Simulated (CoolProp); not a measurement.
20 sccm (0 °C, 1 atm) of nitrogen bubbles through liquid n-heptane at 277 K and leaves saturated at a total pressure of 0.0387 MPa (ideal gas phase). Each further row changes one setting.

Values from CoolProp's reference Helmholtz-energy equation of state, Span 2003. It is a short technical equation, of lower accuracy than the large ones.

```csv
case,vapour pressure (kPa),mole fraction of vapour,delivery (mg/min),delivery (sccm),change of delivery for a bath 1 K warmer (%)
as stated,1.92,(withheld),4.67,1.05,(withheld)
bath temperature 282 K,(withheld),(withheld),6.37,1.42,6.3
total pressure 0.0774 MPa,1.92,(withheld),(withheld),0.509,6.3
```

**Question.** Some entries are withheld; supply them.

**Answer.** 
- as stated, mole fraction of vapour: 0.0497
- as stated, change of delivery for a bath 1 K warmer (%): 6.5
- bath temperature 282 K, vapour pressure (kPa): 2.57
- bath temperature 282 K, mole fraction of vapour: 0.0665
- total pressure 0.0774 MPa, mole fraction of vapour: 0.0248
- total pressure 0.0774 MPa, delivery (mg/min): 2.28
